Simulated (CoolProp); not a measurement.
n-perfluorobutane along the isobar 2.8 MPa: density (kg/m³) from the reference equation and from simpler models built on Tc = 386.3 K, pc = 2.322 MPa, ω = 0.372; each cubic takes its own stable root.

Model: reference Helmholtz-energy equation of state, Gao 2022, in CoolProp.

```tsv
T (K)	phase	reference	van der Waals	Redlich-Kwong	Soave-Redlich-Kwong	Peng-Robinson
347.3	liquid	1303	840.2	1120	1182	1334
358.7	liquid	1237	802.4	1049	1102	1241
370.1	liquid	1156	758.2	965.1	1004	1126
381.5	liquid	[?]	703.6	[?]	876.1	974.7
392.9	supercritical	793.5	627.8	702.8	660.8	717.4
404.3	supercritical	[?]	489.3	446.2	392.4	416.1
415.8	supercritical	326.6	362.6	348.4	317.9	334.7
427.2	supercritical	285.5	312.0	303.7	279.8	293.2
438.6	supercritical	258.7	281.5	274.9	254.4	265.6
450	supercritical	239.1	259.7	253.8	235.4	245.1
```

Question: What belongs in the gaps?

Answer: 
- 381.5, reference: 1042
- 381.5, Redlich-Kwong: 859.9
- 404.3, reference: 411.2
